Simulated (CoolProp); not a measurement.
Vapour-liquid equilibrium of methanol (1) + isohexane (2) at 0.483 MPa; x and y are mole fractions of (1).

Computed with CoolProp (multi-fluid Helmholtz-energy mixture model, de Reuck 1993 and Lemmon 2006; pair parameters Bell 2016).

**Question.** Give the bubble temperature and the first vapour's composition at x = 0.15, 0.25, 0.85. Is there an azeotrope?

**Answer.** x = 0.15: 374.6 K, y = 0.375; x = 0.25: 371.1 K, y = 0.455; x = 0.85: 372.5 K, y = 0.655. y crosses x between x = 0.45 and 0.55: the model has an azeotrope there.

The pair parameters rest on a limited set of measurements; away from them the model extrapolates. With so large a gap from Raoult's law the liquid may split in two, which this calculation doesn't test in full.
